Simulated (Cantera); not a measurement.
Cantera run:

```python
import numpy as np
import cantera as ct

gas_names = """
    CL CL2 H HCL H2 Si SiCL SiCL2 SiCL3 SiCL4 SiH SiHCL3 SiH2 SiH2CL2 SiH3 SiH3CL SiH4 Si2 Si3
""".split()
cond_names = """
    Si(cr) Si(L)
""".split()


# ... load() reads the species with a 1 bar reference pressure and builds the phases ...
atoms = {
    'SiH4': {'Si': 1, 'H': 4},
    'Cl2': {'CL': 2},
    'H2': {'H': 2},
}
top_T = {}  # K; cautious upper limits of use, not melting points


# ... equilibrate(T, P, feed) seeds the gas with the atoms and calls Mixture.equilibrate('TP', solver="vcs", rtol=1e-11, max_steps=5000) ...
results = []
feed = {'SiH4': 1, 'Cl2': 0.0065, 'H2': 340}  # mol
P = 101325  # Pa
for T in [923, 998, 1073, 1148, 1223, 1298, 1373, 1448, 1523, 1598, 1673, 1748]:
    mix = equilibrate(T, P, feed)
    results.append((T, P, feed, dict(zip(mix.species_names, mix.species_moles))))

top = {s: max(r[3][s] / sum(r[3][g] for g in gas_names) for r in results) for s in gas_names}
cols = sorted((s for s in top if top[s] > 0.001), key=lambda s: -top[s])[:6]
seen = [c for c in cond_names if any(r[3].get(c, 0) > 1e-12 for r in results)]
print("log10 of partial pressures in bar; condensed amounts in mol")
print(f"{'T/K':>10s}" + "".join(f"{s[:9]:>10s}" for s in cols + seen))
for T, P, feed, n in results:
    ng = sum(n[g] for g in gas_names)
    print(f"{T:10.4g}" + "".join(f"{np.log10(max(n[s] / ng * P / 1e5, 1e-99)):10.3f}" for s in cols)
          + "".join(f"{n.get(c, 0):10.4g}" for c in seen))
```

It prints:

```
log10 of partial pressures in bar; condensed amounts in mol
       T/K        H2    Si(cr)     Si(L)
       923     0.006    0.9997         0
       998     0.006    0.9998         0
      1073     0.006    0.9998         0
      1148     0.006    0.9998         0
      1223     0.006    0.9997         0
      1298     0.006    0.9997         0
      1373     0.006    0.9996         0
      1448     0.006    0.9994         0
      1523     0.006    0.9989         0
      1598     0.006    0.9978         0
      1673     0.006    0.9954         0
      1748     0.006         0    0.9914
```

Equilibrium computed with Cantera from the NASA thermochemical tables; the gas is ideal and each condensed phase is pure. Gases not in the tables: Si2H6 and higher silanes.
